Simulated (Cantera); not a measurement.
Equilibrium for roasting and sulfation: FeS + SO₂ + CO₂

Input: 1 mol FeS, 1.3 mol SO₂, 0.034 mol CO₂, at 10.0 mbar.

These are equilibrium values from Cantera (NASA tables, ideal gas, pure condensed phases), not measurements of a reactor. Candidate condensed phases: C, Fe, Fe(CO)₅, FeO, FeS, FeSO₄, FeS₂, Fe₂O₃, Fe₂(SO₄)₃, Fe₃O₄, S; 25 gas species. Metal and sulfide melt together well below either melting point, which pure phases cannot show. Mutual solubility and eutectic melting of coexisting phases are not modelled. The tables' stoichiometric FeO is somewhat more stable than real wüstite, so its field is too wide. FeO, FeS: taken at fixed stoichiometry. Gases not in the tables: S₃ to S₇. Kinetics and transport are ignored.

```json
[
 {"T (K)": "1125", "log p SO₂": "-2.06", "log p S₂": "-3.03", "log p SO": "-5.26", "log p CO₂": "-3.61", "log p CO": "-5.43", "log p S": "-8.42", "n FeS(s)": "0.842", "n Fe₃O₄(s)": "0.0525", "n FeO(s)": "0", "n FeS(l)": "0", "n FeO(l)": "0"},
 {"T (K)": "1200", "log p SO₂": "-2.07", "log p S₂": "-2.92", "log p SO": "-4.89", "log p CO₂": "-3.62", "log p CO": "-5.11", "log p S": "-7.74", "n FeS(s)": "0.798", "n Fe₃O₄(s)": "0.0672", "n FeO(s)": "0", "n FeS(l)": "0", "n FeO(l)": "0"},
 {"T (K)": "1275", "log p SO₂": "-2.09", "log p S₂": "-2.80", "log p SO": "-4.56", "log p CO₂": "-3.65", "log p CO": "-4.84", "log p S": "-7.13", "n FeS(s)": "0.698", "n Fe₃O₄(s)": "0", "n FeO(s)": "0.302", "n FeS(l)": "0", "n FeO(l)": "0"},
 {"T (K)": "1350", "log p SO₂": "-2.14", "log p S₂": "-2.63", "log p SO": "-4.26", "log p CO₂": "-3.68", "log p CO": "-4.58", "log p S": "-6.54", "n FeS(s)": "0.536", "n Fe₃O₄(s)": "0", "n FeO(s)": "0.464", "n FeS(l)": "0", "n FeO(l)": "0"},
 {"T (K)": "1425", "log p SO₂": "-2.20", "log p S₂": "-2.49", "log p SO": "-4.01", "log p CO₂": "-3.74", "log p CO": "-4.37", "log p S": "-6.03", "n FeS(s)": "0.334", "n Fe₃O₄(s)": "0", "n FeO(s)": "0.666", "n FeS(l)": "0", "n FeO(l)": "0"},
 {"T (K)": "1500", "log p SO₂": "-2.25", "log p S₂": "-2.40", "log p SO": "-3.79", "log p CO₂": "-3.81", "log p CO": "-4.20", "log p S": "-5.59", "n FeS(s)": "0", "n Fe₃O₄(s)": "0", "n FeO(s)": "0.841", "n FeS(l)": "0.159", "n FeO(l)": "0"},
 {"T (K)": "1575", "log p SO₂": "-2.30", "log p S₂": "-2.35", "log p SO": "-3.60", "log p CO₂": "-3.88", "log p CO": "-4.08", "log p S": "-5.21", "n FeS(s)": "0", "n Fe₃O₄(s)": "0", "n FeO(s)": "0.963", "n FeS(l)": "0.0374", "n FeO(l)": "0"},
 {"T (K)": "1650", "log p SO₂": "-2.32", "log p S₂": "-2.35", "log p SO": "-3.43", "log p CO₂": "-3.96", "log p CO": "-3.99", "log p S": "-4.88", "n FeS(s)": "0", "n Fe₃O₄(s)": "0", "n FeO(s)": "0", "n FeS(l)": "0", "n FeO(l)": "1.000"},
 {"T (K)": "1725", "log p SO₂": "-2.33", "log p S₂": "-2.35", "log p SO": "-3.27", "log p CO₂": "-4.03", "log p CO": "-3.93", "log p S": "-4.58", "n FeS(s)": "0", "n Fe₃O₄(s)": "0", "n FeO(s)": "0", "n FeS(l)": "0", "n FeO(l)": "1.000"},
 {"T (K)": "1800", "log p SO₂": "-2.34", "log p S₂": "-2.36", "log p SO": "-3.12", "log p CO₂": "-4.11", "log p CO": "-3.88", "log p S": "-4.31", "n FeS(s)": "0", "n Fe₃O₄(s)": "0", "n FeO(s)": "0", "n FeS(l)": "0", "n FeO(l)": "0.999"},
 {"T (K)": "1875", "log p SO₂": "-2.35", "log p S₂": "-2.38", "log p SO": "-2.99", "log p CO₂": "-4.20", "log p CO": "-3.84", "log p S": "-4.07", "n FeS(s)": "0", "n Fe₃O₄(s)": "0", "n FeO(s)": "0", "n FeS(l)": "0", "n FeO(l)": "0.997"}
]
```
log p: log10 of the partial pressure in bar; n: condensed amount in mol.

From 1125 K to 1200 K the condensed part is FeS(s) + Fe₃O₄(s). From 1275 K to 1425 K the condensed part is FeO(s) + FeS(s). From 1500 K to 1575 K the condensed part is FeO(s) + FeS(l). From 1650 K to 1875 K the condensed part is FeO(l).
